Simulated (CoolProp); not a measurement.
Model: reference Helmholtz-energy equation of state, Leachman 2009, in CoolProp.

Question: For normal hydrogen, give the phase and the density (kg/m³), isothermal compressibility (1/MPa), Prandtl number at 22.5 K and 13.3 bar; 53 K and 13.3 bar.

Answer: 
- 22.5 K and 13.3 bar: liquid; density 70.0, isothermal compressibility 0.0202, Prandtl number 1.22
- 53 K and 13.3 bar: supercritical; density 6.68, isothermal compressibility 0.824, Prandtl number 0.728

Viscosity comes from a separate model (Muzny 2013). Thermal conductivity comes from a separate model (Assael 2011).
